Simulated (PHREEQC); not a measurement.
Dissolve 0.008 mol/kgw Cu(BF4)2 and 2.3e-05 mol/kgw H2SO4 at 40 °C. Closed to the air; pH follows from the charge balance.

Equilibrium calculation in PHREEQC: ion-association model, wateq4f.dat.

This is a speciation only: nothing precipitates in the calculation.

**Question.** Order these B species by the share of B that they hold, largest first: BF4-, H3BO3, BF2(OH)2-, BF3OH-.

**Answer.** BF4- (80 %), H3BO3 (9.5 %), BF3OH- (7.4 %), BF2(OH)2- (3.3 %)

**Question.** Order these F species by the share of F that they hold, largest first: BF2(OH)2-, F-, HF, BF4-, BF3OH-.

**Answer.** BF4- (80 %), HF (8.3 %), BF3OH- (5.6 %), F- (4.0 %), BF2(OH)2- (1.6 %)

The pH is 2.91 and the ionic strength 0.0249 mol/kgw. Complexes and solids missing from the database can't appear. Away from 25 °C the constants follow the database's enthalpies or fits; those with neither stay at their 25 °C values. Real BF4- forms and hydrolyses slowly; the run takes it at equilibrium.
